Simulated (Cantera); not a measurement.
## Equilibrium for silicon carbide growth: SiH₂Cl₂ + C₃H₈ + H₂

Feed: 1 mol SiH₂Cl₂, 0.021 mol C₃H₈, 64 mol H₂, equilibrated at 0.530 bar.

Equilibrium computed with Cantera from the NASA thermochemical tables; the gas is ideal and each condensed phase is pure. Candidate condensed phases: C, C₆H₆, C₇H₈, C₈H₁₈, Si, SiC; 109 gas species. Mutual solubility and eutectic melting of coexisting phases are not modelled. The tables' values for SiCl, SiCl₃ are old estimates; treat these amounts as uncertain. Gases not in the tables: Si₂H₆ and higher silanes. Rates play no part.

| T (°C) | x H₂ | x H | x HCl | x Si | x SiCl₂ | x SiH | x SiH₂ | x SiCl | n Si(s) | n SiC(s) | n Si(l) |
|---|---|---|---|---|---|---|---|---|---|---|---|
| 1027 | 0.974 | 1.50e-6 | 0.0231 | 8.17e-11 | 0.00147 | 4.87e-10 | 7.45e-8 | 7.25e-9 | 0.751 | 0.0622 | 0 |
| 1227 | 0.972 | 2.38e-5 | 0.0254 | 1.99e-8 | 0.00213 | 4.57e-8 | 1.46e-6 | 2.72e-7 | 0.782 | 0.0624 | 0 |
| 1427 | 0.972 | 0.000200 | 0.0254 | 1.28e-6 | 0.00237 | 1.42e-6 | 1.38e-5 | 3.89e-6 | 0 | 0.0625 | 0.776 |
| 1627 | 0.971 | 0.00107 | 0.0263 | 2.38e-5 | 0.00193 | 1.48e-5 | 5.66e-5 | 2.28e-5 | 0 | 0.0622 | 0.801 |
| 1827 | 0.967 | 0.00421 | 0.0268 | 0.000252 | 0.00159 | 9.77e-5 | 0.000176 | 9.39e-5 | 0 | 0.0603 | 0.791 |
| 2027 | 0.955 | 0.0130 | 0.0268 | 0.00176 | 0.00132 | 0.000459 | 0.000446 | 0.000296 | 0 | 0.0402 | 0.649 |
| 2227 | 0.926 | 0.0332 | 0.0260 | 0.00867 | 0.00104 | 0.00160 | 0.000916 | 0.000732 | 0 | 0 | 0 |
x: gas mole fraction; n: condensed amount in mol.

From 1027 °C to 1227 °C the condensed part is Si(s) + SiC(s). From 1427 °C to 2027 °C the condensed part is Si(l) + SiC(s). At 2227 °C nothing is condensed. The main Si-bearing gas is SiCl₂ at 1027 °C and Si at 2227 °C. The share of Si in condensed phases is highest at 1627 °C (86.3 %) and lowest at 2227 °C (0.0 %).
